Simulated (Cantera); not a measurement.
An isothermal, constant-pressure homogeneous reactor starts with 71.9 % CH4, 28.1 % H2O, at 1300 K and 165 Torr.

Computed with Cantera and GRI-Mech 3.0 (53 species, 325 reactions). GRI-Mech 3.0 stops at C3 and has no aromatics, soot or wall deposition, so with more carbon than oxygen in the feed, carbon stays in small species such as C2H2 where larger ones or solid carbon would form.

Problem. Predict: x(CH4) at 40.0 s; x(H2O) at 40.0 s; x(CO2) at 40.0 s; x(C2H2) at 40.0 s.

Solution. 
| Quantity | Result |
|---|---|
| x(CH4) at 40.0 s | 0.540 (gas-phase equilibrium 0.182) |
| x(H2O) at 40.0 s | 0.251 (gas-phase equilibrium 7.08e-7) |
| x(CO2) at 40.0 s | 4.55e-5 (gas-phase equilibrium 1.10e-7) |
| x(C2H2) at 40.0 s | 0.0466 (gas-phase equilibrium 0.0288) |
